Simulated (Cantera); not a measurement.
Mixture: H₂ : O₂ : N₂ = 1 : 0.25 : 0.94 (molar parts), at 11.0 bar, adiabatic and at constant volume. Ignition delay is the time to a rise of 400 K.

Computed with Cantera and GRI-Mech 3.0 (53 species, 325 reactions). The hydrogen kinetics of GRI-Mech 3.0 are dated; newer H2 mechanisms differ, most at raised pressure.

Question: What does this change do: constant pressure in place of constant volume?

Answer: 
```json
[
 {"quantity": "delay at 1175 K", "before": "0.124 ms", "after": "0.128 ms"},
 {"quantity": "delay at 1250 K", "before": "16.7 µs", "after": "17.0 µs"},
 {"quantity": "delay at 1325 K", "before": "4.28 µs", "after": "4.44 µs"},
 {"quantity": "delay at 1400 K", "before": "2.33 µs", "after": "2.43 µs"},
 {"quantity": "delay at 1475 K", "before": "1.56 µs", "after": "1.64 µs"},
 {"quantity": "delay at 1550 K", "before": "1.16 µs", "after": "1.22 µs"},
 {"quantity": "apparent activation energy between 1400 and 1550 K", "before": "84 kJ/mol", "after": "83 kJ/mol"}
]
```
